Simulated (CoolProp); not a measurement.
Vapour-liquid equilibrium of dimethyl ether (1) + chloromethane (R40) (2) at 1310 kPa; x and y are mole fractions of (1).

Computed with CoolProp (multi-fluid Helmholtz-energy mixture model, Wu 2011 and Thol 2014; pair parameters Bell 2016).

| x | bubble temperature, mixture model (K) | bubble temperature, Raoult's law (K) | y, mixture model | y, Raoult's law |
|---|---|---|---|---|
| 0.05 | 329.8 | 329.5 | 0.045 | 0.051 |
| 0.2 | 330.6 | 329.4 | 0.189 | 0.203 |
| 0.35 | 331.0 | 329.3 | 0.343 | 0.354 |
| 0.5 | 331.1 | 329.2 | 0.502 | 0.504 |
| 0.65 | 330.8 | 329.1 | 0.662 | 0.654 |
| 0.8 | 330.2 | 329.0 | 0.815 | 0.803 |
| 0.95 | 329.2 | 328.9 | 0.956 | 0.951 |

The largest gap from Raoult's law is +1.9 K in bubble temperature, at x = 0.5. y crosses x between x = 0.35 and 0.5: the model has an azeotrope there.

Pair parameters are fitted to limited data, so mixtures are less certain than the pure fluids.
